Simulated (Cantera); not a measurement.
An adiabatic, constant-pressure homogeneous reactor starts with CH4 : H2 : O2 : N2 = 1 : 0.099 : 1.86 : 7.01 (molar parts), at 1400 K and 2.40 bar.

Model: GRI-Mech 3.0 (53 species, 325 reactions), integrated in Cantera.

x: mole fraction; the columns are a selection and need not sum to one.

```
t (s)     T (K)   x CH4     x H2     x O2         x H       x HCO       x N2O
--------  -----  ------  -------  -------  ----------  ----------  ----------
2.00e-6    1400   0.100  0.00993    0.187     3.55e-9      <1e-12      <1e-12
5.79e-6    1400   0.100  0.00993    0.187  (withheld)      <1e-12      <1e-12
1.68e-5    1400   0.100  0.00993    0.187     1.05e-8      <1e-12    2.74e-12
4.85e-5    1400   0.100  0.00993    0.187     3.94e-8    9.15e-12    2.04e-11
0.000140   1400   0.100  0.00992    0.187     2.88e-7    5.32e-10    1.42e-10
0.000406   1406  0.0989  0.00986    0.186  (withheld)  (withheld)  (withheld)
0.00118    2784  <1e-12   0.0221   0.0112     0.00781     8.22e-8     4.82e-7
0.00340    2778  <1e-12   0.0226  0.00934     0.00739     8.04e-8     5.51e-7
0.00985    2777  <1e-12   0.0226  0.00928     0.00738     8.04e-8     5.55e-7
0.0285     2777  <1e-12   0.0226  0.00928     0.00738     8.04e-8     5.55e-7
0.0825     2777  <1e-12   0.0226  0.00928     0.00738     8.04e-8     5.55e-7
0.239      2777  <1e-12   0.0226  0.00928     0.00738     8.04e-8     5.55e-7
0.691      2777  <1e-12   0.0226  0.00928     0.00738     8.04e-8     5.55e-7
2.00       2777  <1e-12   0.0226  0.00928     0.00738     8.04e-8     5.55e-7
```

**Question.** Complete the blanks.

**Answer.** 
- 5.79e-6, x H: 5.05e-9
- 0.000406, x H: 9.13e-7
- 0.000406, x HCO: 1.66e-8
- 0.000406, x N2O: 1.09e-9
